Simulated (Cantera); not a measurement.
## Equilibrium for hydrogen reduction and annealing atmospheres: V₂O₃ + H₂

Feed: 1 mol V₂O₃, a varied amount of H₂, at 37000 Pa.

Method: chemical equilibrium by Gibbs-energy minimisation in Cantera with the NASA 1993 tables (ideal gas, pure condensed phases). Candidate condensed phases: H₂O, V, VO, V₂O₃, V₂O₄, V₂O₅; 12 gas species. Mutual solubility and eutectic melting of coexisting phases are not modelled. VO: taken at fixed stoichiometry. Condensed phases not in the tables: the oxides between V₂O₃ and V₂O₅ other than VO₂. Kinetics and transport are ignored.

Question: Map the stable condensed phases over T = 925, 1025, 1125, 1225, 1325, 1425, 1525, 1625, 1725, 1825, 1925, 2025 K and n(H₂) in mol = 2.6, 6.5, 16, 40, 99, 250, 610, 1500.

Answer: 
```
T in K \ n(H₂) in mol
          2.6  6.5   16   40   99  250  610 1500
   2025     A    A    A    B    B    B    B    B
   1925     A    A    A    A    B    B    B    B
   1825     A    A    A    A    B    B    B    B
   1725     A    A    A    A    B    B    B    B
   1625     A    A    A    A    A    B    B    B
   1525     A    A    A    A    A    B    B    B
   1425     A    A    A    A    A    A    B    B
   1325     A    A    A    A    A    A    A    B
   1225     A    A    A    A    A    A    A    A
   1125     A    A    A    A    A    A    A    A
   1025     A    A    A    A    A    A    A    A
    925     C    A    A    A    A    A    A    A
```
A: VO + V₂O₃; B: VO; C: V₂O₃.
